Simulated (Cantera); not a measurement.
Silicon nitride deposition: trisilylamine + N2 + H2

A closed system holds: 1 mol trisilylamine, 1.4 mol N2, 5.7 mol H2, at 1.00 Torr.

Cantera equilibrium calculation (NASA polynomials, part measured and part estimated; ideal gas, pure solids and liquids). Candidate condensed phases: Si, Si3N4; 18 gas species. The feed counts by its element totals alone. Mutual solubility and eutectic melting of coexisting phases are not modelled. Rates play no part.

From 1075 K to 1575 K the condensed part is Si(s) + Si3N4(s). From 1625 K to 1675 K the condensed part is Si(s).

| T (K) | log p H2 | log p N2 | log p H | log p Si | log p SiH | log p SiH2 | log p Si2N | n Si(s) | n Si3N4(s) |
|---|---|---|---|---|---|---|---|---|---|
| 1075 | -2.88 | -9.43 | -9.27 | -14.12 | -13.99 | -12.02 | <-14 | 0.150 | 0.950 |
| 1125 | -2.88 | -8.62 | -8.79 | -13.15 | -13.19 | -11.50 | <-14 | 0.150 | 0.950 |
| 1175 | -2.88 | -7.89 | -8.35 | -12.27 | -12.46 | -11.02 | <-14 | 0.150 | 0.950 |
| 1225 | -2.88 | -7.22 | -7.94 | -11.46 | -11.79 | -10.59 | -14.34 | 0.151 | 0.950 |
| 1275 | -2.88 | -6.60 | -7.57 | -10.71 | -11.17 | -10.18 | -13.38 | 0.153 | 0.949 |
| 1325 | -2.88 | -6.02 | -7.22 | -10.03 | -10.60 | -9.81 | -12.49 | 0.161 | 0.946 |
| 1375 | -2.88 | -5.49 | -6.90 | -9.39 | -10.07 | -9.46 | -11.67 | 0.187 | 0.938 |
| 1425 | -2.88 | -5.00 | -6.61 | -8.79 | -9.58 | -9.14 | -10.90 | 0.266 | 0.911 |
| 1475 | -2.88 | -4.54 | -6.33 | -8.24 | -9.13 | -8.85 | -10.19 | 0.487 | 0.838 |
| 1525 | -2.90 | -4.11 | -6.08 | -7.72 | -8.71 | -8.59 | -9.53 | 1.09 | 0.638 |
| 1575 | -2.94 | -3.71 | -5.85 | -7.24 | -8.33 | -8.37 | -8.91 | 2.74 | 0.0861 |
| 1625 | -2.95 | -3.68 | -5.63 | -6.79 | -7.96 | -8.13 | -8.50 | 3.00 | 0 |
| 1675 | -2.95 | -3.68 | -5.41 | -6.36 | -7.61 | -7.90 | -8.13 | 3.00 | 0 |
log p: log10 of the partial pressure in bar; n: condensed amount in mol.
